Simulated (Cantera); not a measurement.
A closed system holds: 1 mol CO, a varied amount of O₂, 0.75 mol N₂, at 1223.15 K and 71.0 bar.

Equilibrium computed with Cantera from the NASA thermochemical tables; the gas is ideal and each condensed phase is pure. Candidate condensed phases: C; 24 gas species. The ideal-gas law is rough above about 30 bar. Kinetics and transport are ignored.

Question: Which condensed phases are stable at each of these points (n(O₂) (mol)): 0.026, 0.038, 0.055, 0.079, 0.11, 0.16, 0.24, 0.34, 0.5, 0.72, 1, 1.5?

Answer: 
```json
[
 {"n(O₂) (mol)": "0.026", "condensed phases": "C(graphite)", "C condensed (%)": "17.3"},
 {"n(O₂) (mol)": "0.038", "condensed phases": "C(graphite)", "C condensed (%)": "15.5"},
 {"n(O₂) (mol)": "0.055", "condensed phases": "C(graphite)", "C condensed (%)": "13.0"},
 {"n(O₂) (mol)": "0.079", "condensed phases": "C(graphite)", "C condensed (%)": "9.4"},
 {"n(O₂) (mol)": "0.11", "condensed phases": "C(graphite)", "C condensed (%)": "4.8"},
 {"n(O₂) (mol)": "0.16", "condensed phases": "gas only", "C condensed (%)": "0.0"},
 {"n(O₂) (mol)": "0.24", "condensed phases": "gas only", "C condensed (%)": "0.0"},
 {"n(O₂) (mol)": "0.34", "condensed phases": "gas only", "C condensed (%)": "0.0"},
 {"n(O₂) (mol)": "0.5", "condensed phases": "gas only", "C condensed (%)": "0.0"},
 {"n(O₂) (mol)": "0.72", "condensed phases": "gas only", "C condensed (%)": "0.0"},
 {"n(O₂) (mol)": "1", "condensed phases": "gas only", "C condensed (%)": "0.0"},
 {"n(O₂) (mol)": "1.5", "condensed phases": "gas only", "C condensed (%)": "0.0"}
]
```

From 0.026 mol O₂ to 0.11 mol O₂ the condensed part is C(graphite). From 0.16 mol O₂ to 1.5 mol O₂ nothing is condensed.
